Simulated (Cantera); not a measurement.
**Adiabatic ignition**

An adiabatic, constant-volume homogeneous reactor starts with CH₄ : O₂ : N₂ : H₂O = 1 : 2.6 : 9.77 : 1.3 (molar parts), equivalence ratio 0.77, at 1125 K and 100000 Pa.

Computed with Cantera and GRI-Mech 3.0 (53 species, 325 reactions).

```
t (s)     T (K)  P (bar)   x CH₄    x O₂   x H₂O       x O    x C₂H₂    x C₂H₆
--------  -----  -------  ------  ------  ------  --------  --------  --------
6.00e-6    1125     1.00  0.0682   0.177  0.0886    <1e-12    <1e-12    <1e-12
1.73e-5    1125     1.00  0.0682   0.177  0.0886    <1e-12    <1e-12    <1e-12
5.00e-5    1125     1.00  0.0682   0.177  0.0886  1.45e-12    <1e-12    <1e-12
0.000144   1125     1.00  0.0682   0.177  0.0886  3.71e-12    <1e-12  1.25e-12
0.000416   1125     1.00  0.0682   0.177  0.0886  1.11e-11    <1e-12  3.38e-11
0.00120    1125    1.000  0.0682   0.177  0.0886  4.09e-11    <1e-12   1.13e-9
0.00346    1125     1.00  0.0682   0.177  0.0886  2.07e-10    <1e-12   6.47e-8
0.01000    1125     1.00  0.0681   0.177  0.0886  5.63e-10    <1e-12   2.22e-6
0.0288     1126     1.00  0.0681   0.177  0.0887  9.76e-10  3.34e-11   1.60e-5
0.0832     1130     1.00  0.0675   0.177  0.0892   4.39e-9   3.22e-9  0.000135
0.240      2566     2.31  <1e-12  0.0388   0.209   0.00259    <1e-12    <1e-12
0.693      2566     2.31  <1e-12  0.0388   0.209   0.00259    <1e-12    <1e-12
2.00       2566     2.31  <1e-12  0.0388   0.209   0.00259    <1e-12    <1e-12
```
x: mole fraction; the columns are a selection and need not sum to one.

| Quantity | Value |
|---|---|
| time of steepest temperature rise | 0.138 s |
| temperature at 2.00 s | 2566 K |
| equilibrium temperature | 2566 K |
| x(CH₄) at 2.00 s | <1e-12 (gas-phase equilibrium <1e-12) |
| x(O₂) at 2.00 s | 0.0388 (gas-phase equilibrium 0.0388) |
| x(H₂O) at 2.00 s | 0.209 (gas-phase equilibrium 0.209) |
